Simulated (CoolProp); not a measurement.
Vapour pressure (kPa) of R113: the reference equation beside estimates from Tc = 487.2 K, pc = 3392 kPa, ω = 0.253.

Computed with CoolProp (reference Helmholtz-energy equation of state, Marx 1992).

```json
[
 {"T (K)": "379.9", "reference": "510.1", "Lee-Kesler": "512.1", "Redlich-Kwong": "693.2", "Peng-Robinson": "507.6"},
 {"T (K)": "383.9", "reference": "557.8", "Lee-Kesler": "560.0", "Redlich-Kwong": "748.2", "Peng-Robinson": "555.2"},
 {"T (K)": "387.9", "reference": "608.7", "Lee-Kesler": "611.1", "Redlich-Kwong": "806.2", "Peng-Robinson": "606.1"},
 {"T (K)": "391.9", "reference": "663.0", "Lee-Kesler": "665.5", "Redlich-Kwong": "867.2", "Peng-Robinson": "660.5"},
 {"T (K)": "395.9", "reference": "720.9", "Lee-Kesler": "723.4", "Redlich-Kwong": "931.3", "Peng-Robinson": "718.4"},
 {"T (K)": "399.9", "reference": "782.4", "Lee-Kesler": "785.0", "Redlich-Kwong": "998.5", "Peng-Robinson": "780.1"},
 {"T (K)": "403.9", "reference": "847.7", "Lee-Kesler": "850.3", "Redlich-Kwong": "1069", "Peng-Robinson": "845.7"},
 {"T (K)": "407.9", "reference": "917.0", "Lee-Kesler": "919.5", "Redlich-Kwong": "1143", "Peng-Robinson": "915.3"},
 {"T (K)": "411.9", "reference": "990.4", "Lee-Kesler": "992.8", "Redlich-Kwong": "1220", "Peng-Robinson": "989.1"},
 {"T (K)": "415.9", "reference": "1068", "Lee-Kesler": "1070", "Redlich-Kwong": "1301", "Peng-Robinson": "1067"},
 {"T (K)": "419.9", "reference": "1150", "Lee-Kesler": "1152", "Redlich-Kwong": "1385", "Peng-Robinson": "1150"},
 {"T (K)": "423.9", "reference": "1237", "Lee-Kesler": "1239", "Redlich-Kwong": "1473", "Peng-Robinson": "1237"},
 {"T (K)": "427.9", "reference": "1328", "Lee-Kesler": "1330", "Redlich-Kwong": "1564", "Peng-Robinson": "1330"},
 {"T (K)": "431.9", "reference": "1424", "Lee-Kesler": "1426", "Redlich-Kwong": "1660", "Peng-Robinson": "1427"}
]
```

Absolute difference from the reference over all 14 rows, mean and median: Lee-Kesler 0.3 and 0.3 %, Redlich-Kwong 25.7 and 25.4 %, Peng-Robinson 0.2 and 0.2 %.
